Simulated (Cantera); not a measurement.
Input (Python, Cantera) and output of one run.

```python
import numpy as np
import cantera as ct

gas_names = """
    Electron H H+ H- HO2 H2 H2+ H2- H2O H2O+ H2O2 H2S H2SO4 H3O+ O O+ O- OH OH+ OH- O2 O2+ O2- O3 S S+
    S- SH SO SO2 SO3 S2 S2O S8
""".split()
cond_names = """
    H2O(s) H2O(L) H2SO4(L) S(cr1) S(cr2) S(L)
""".split()


def load(file, names, dense=False):
    # The tables refer to 1 bar. Condensed volumes are neglected.
    table = {s.name: s for s in ct.Species.list_from_file(file)}
    out = []
    for n in names:
        d = dict(table[n].input_data)
        d["thermo"] = dict(d["thermo"], **{"reference-pressure": 1e5})
        if dense:
            d["equation-of-state"] = {"model": "constant-volume", "density": "1e6 g/cm^3"}
        out.append(ct.Species.from_dict(d))
    return out


gas = ct.Solution(thermo="ideal-gas", species=load("nasa_gas.yaml", gas_names))
cond = {s.name: ct.Solution(thermo="fixed-stoichiometry", species=[s], name=s.name)
        for s in load("nasa_condensed.yaml", cond_names, dense=True)}
atoms = {
    'H2S': {'H': 2, 'S': 1},
    'SO2': {'S': 1, 'O': 2},
    'H2': {'H': 2},
}
top_T = {}  # K; cautious upper limits of use, not melting points


def equilibrate(T, P, feed):
    n = {}
    for name, mol in feed.items():
        for a, k in atoms[name].items():
            n[a] = n.get(a, 0.0) + k * mol
    gas.TPX = T, P, n
    mass = sum(n.values()) * gas.mean_molecular_weight
    gas.equilibrate("TP")
    valid = [c for c in cond.values() if c.min_temp <= T <= top_T.get(c.name, c.max_temp)]
    mix = ct.Mixture([(gas, mass / gas.mean_molecular_weight)] + [(c, 0.0) for c in valid])
    mix.T, mix.P = T, P
    mix.equilibrate("TP", solver="vcs", rtol=1e-11, max_steps=5000)
    return mix


results = []
feed = {'H2S': 1, 'SO2': 0.2, 'H2': 0.099}  # mol
P = 100000  # Pa
for T in [3000, 3250, 3500, 3750, 4000, 4250, 4500, 4750, 5000]:
    mix = equilibrate(T, P, feed)
    results.append((T, P, feed, dict(zip(mix.species_names, mix.species_moles))))
    x = sorted(zip(gas.X, gas.species_names), reverse=True)
    print(f"T = {T:g} K  P = {P:g} Pa  gas = {mix.phase_moles(0):.4g} mol")
    print("   x: " + "  ".join(f"{s} {v:.3e}" for v, s in x if v > 0.0001))
    print("   condensed (mol): " + ("  ".join(f"{mix.phase(i).name} {mix.phase_moles(i):.4g}"
          for i in range(1, mix.n_phases) if mix.phase_moles(i) > 1e-12) or "none"))
```

Result:

```
T = 3000 K  P = 100000 Pa  gas = 1.983 mol
   x: H2 3.664e-01  S2 1.595e-01  S 1.010e-01  H 9.557e-02  H2O 8.483e-02  SO 8.030e-02  SH 7.516e-02  H2S 1.412e-02  SO2 1.334e-02  OH 7.350e-03  S2O 1.203e-03  O 1.175e-03  O2 1.077e-04
   condensed (mol): none
T = 3250 K  P = 100000 Pa  gas = 2.196 mol
   x: H2 3.084e-01  H 1.783e-01  S 1.604e-01  S2 1.041e-01  SO 8.980e-02  SH 6.963e-02  H2O 5.462e-02  OH 1.252e-02  SO2 9.785e-03  H2S 7.267e-03  O 4.315e-03  S2O 7.311e-04  O2 2.981e-04
   condensed (mol): none
T = 3500 K  P = 100000 Pa  gas = 2.483 mol
   x: H 2.834e-01  H2 2.304e-01  S 2.153e-01  SO 8.557e-02  S2 5.878e-02  SH 5.470e-02  H2O 3.112e-02  OH 1.763e-02  O 1.264e-02  SO2 6.226e-03  H2S 3.214e-03  O2 6.569e-04  S2O 3.719e-04
   condensed (mol): none
T = 3750 K  P = 100000 Pa  gas = 2.821 mol
   x: H 3.890e-01  S 2.545e-01  H2 1.506e-01  SO 6.889e-02  SH 3.721e-02  S2 3.002e-02  O 2.942e-02  OH 1.993e-02  H2O 1.474e-02  SO2 3.236e-03  H2S 1.220e-03  O2 1.096e-03  S2O 1.586e-04
   condensed (mol): none
T = 4000 K  P = 100000 Pa  gas = 3.153 mol
   x: H 4.705e-01  S 2.795e-01  H2 8.714e-02  O 5.270e-02  SO 4.619e-02  SH 2.305e-02  OH 1.737e-02  S2 1.499e-02  H2O 5.504e-03  SO2 1.264e-03  O2 1.254e-03  H2S 4.161e-04
   condensed (mol): none
T = 4250 K  P = 100000 Pa  gas = 3.414 mol
   x: H 5.204e-01  S 2.953e-01  O 7.410e-02  H2 4.696e-02  SO 2.651e-02  SH 1.371e-02  OH 1.207e-02  S2 7.672e-03  H2O 1.693e-03  O2 9.973e-04  SO2 3.780e-04  H2S 1.366e-04
   condensed (mol): none
T = 4500 K  P = 100000 Pa  gas = 3.581 mol
   x: H 5.471e-01  S 3.046e-01  O 8.836e-02  H2 2.503e-02  SO 1.399e-02  SH 8.140e-03  OH 7.390e-03  S2 4.077e-03  O2 6.310e-04  H2O 4.827e-04
   condensed (mol): none
T = 4750 K  P = 100000 Pa  gas = 3.676 mol
   x: H 5.609e-01  S 3.096e-01  O 9.629e-02  H2 1.370e-02  SO 7.262e-03  SH 4.941e-03  OH 4.342e-03  S2 2.261e-03  O2 3.630e-04  H2O 1.404e-04
   condensed (mol): none
T = 5000 K  P = 100000 Pa  gas = 3.728 mol
   x: H 5.683e-01  S 3.122e-01  O 1.004e-01  H2 7.807e-03  SO 3.857e-03  SH 3.099e-03  OH 2.570e-03  S2 1.312e-03  O2 2.056e-04
   condensed (mol): none
```

Method: chemical equilibrium by Gibbs-energy minimisation in Cantera with the NASA 1993 tables (ideal gas, pure condensed phases).
